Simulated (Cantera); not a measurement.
## Thermodynamics of silicon carbide growth, feed CH3SiCl3 + HCl + H2

A closed system holds: 1 mol CH3SiCl3, 0.1 mol HCl, 910 mol H2, held at 120 Torr.

Cantera equilibrium calculation (NASA polynomials, part measured and part estimated; ideal gas, pure solids and liquids). Candidate condensed phases: C, C6H6, C7H8, C8H18, Si, SiC; 109 gas species. The feed counts by its element totals alone. The tables' values for SiCl are old estimates; treat these amounts as uncertain. Gases not in the tables: Si2H6 and higher silanes. Equilibrium is a limit: real reactors are often held back by kinetics, nucleation or transport.

| T (K) | log p H2 | log p H | log p HCl | log p Si | log p C2H2 (acetylene) | log p SiH | n SiC(s) |
|---|---|---|---|---|---|---|---|
| 1775 | -0.80 | -3.94 | -3.27 | -6.35 | -6.60 | -6.66 | 0.984 |
| 1850 | -0.80 | -3.67 | -3.27 | -5.89 | -6.03 | -6.29 | 0.975 |
| 1925 | -0.80 | -3.42 | -3.27 | -5.44 | -5.55 | -5.93 | 0.952 |
| 2000 | -0.80 | -3.19 | -3.27 | -5.01 | -5.13 | -5.58 | 0.897 |
| 2075 | -0.80 | -2.97 | -3.27 | -4.61 | -4.75 | -5.26 | 0.773 |
| 2150 | -0.80 | -2.78 | -3.27 | -4.24 | -4.40 | -4.95 | 0.503 |
| 2225 | -0.81 | -2.59 | -3.28 | -3.92 | -4.10 | -4.70 | 0 |
| 2300 | -0.81 | -2.42 | -3.28 | -3.88 | -4.09 | -4.72 | 0 |
| 2375 | -0.81 | -2.26 | -3.29 | -3.86 | -4.09 | -4.75 | 0 |
log p: log10 of the partial pressure in bar; n: condensed amount in mol.

From 1775 K to 2150 K the condensed part is SiC(s). From 2225 K to 2375 K nothing is condensed. The main Si-bearing gas is SiCl2 at 1775 K and Si at 2375 K.
